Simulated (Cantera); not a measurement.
A freely propagating, adiabatic, planar premixed flame of CH₄ : C₂H₆ : O₂ : N₂ : H₂O = 1 : 0.87 : 7.01 : 26.3 : 1.1 (molar parts), equivalence ratio 0.72, unburnt at 575 K and 240000 Pa; mixture-averaged transport, grid criteria slope 0.08 and curve 0.16, no radiation.

Detailed kinetics in Cantera: GRI-Mech 3.0 (53 species, 325 reactions). Burning velocities carry a grid error of a few per cent, more on coarse grids.

Question: How do the results move with these cheaper or finer settings: unity-Lewis-number transport; multicomponent transport; multicomponent+Soret transport; grid criteria slope 0.5, curve 1; grid criteria slope 0.25, curve 0.5; grid criteria slope 0.03, curve 0.06?

Answer: 
```
setting                               laminar burning velocity  thermal thickness  peak x(CH₂O)  peak x(CH₃)  grid points
------------------------------------  ------------------------  -----------------  ------------  -----------  -----------
as above                                             61.1 cm/s           0.210 mm       0.00141     0.000921          142
unity-Lewis-number transport                         55.5 cm/s           0.208 mm       0.00104     0.000848          138
multicomponent transport                             61.8 cm/s           0.213 mm       0.00142     0.000932          142
multicomponent+Soret transport                       61.1 cm/s           0.213 mm       0.00141     0.000917          142
grid criteria slope 0.5, curve 1                     68.5 cm/s           0.225 mm       0.00143     0.000906           35
grid criteria slope 0.25, curve 0.5                  64.1 cm/s           0.216 mm       0.00142     0.000921           59
grid criteria slope 0.03, curve 0.06                 59.6 cm/s           0.209 mm       0.00141     0.000916          352
```
The base run took roughly 23 core-seconds.
Unity Lewis numbers drop preferential diffusion, which matters most where H2 and H carry the flame; Soret adds thermal diffusion.
